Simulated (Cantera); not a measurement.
A freely propagating, adiabatic, planar premixed flame of 31.6 % H2, 14.4 % O2, 54.0 % N2, equivalence ratio 1.1, unburnt at 325 K and 1.00 atm; unity-Lewis-number transport, grid criteria slope 0.08 and curve 0.16, no radiation.

Model: the H2/O2 subset of GRI-Mech 3.0, which has no nitrogen chemistry, integrated in Cantera. Unity Lewis numbers drop preferential diffusion, which matters most where H2 and H carry the flame. Burning velocities carry a grid error of a few per cent, more on coarse grids.

**Question.** Predict: laminar burning velocity; thermal thickness; peak x(H2O2); peak x(H); peak x(HO2); peak x(O).

**Answer.** 
```
Quantity                     Value
------------------------  --------
laminar burning velocity  196 cm/s
thermal thickness         0.306 mm
peak x(H2O2)               3.17e-5
peak x(H)                   0.0598
peak x(HO2)               0.000344
peak x(O)                  0.00946
```
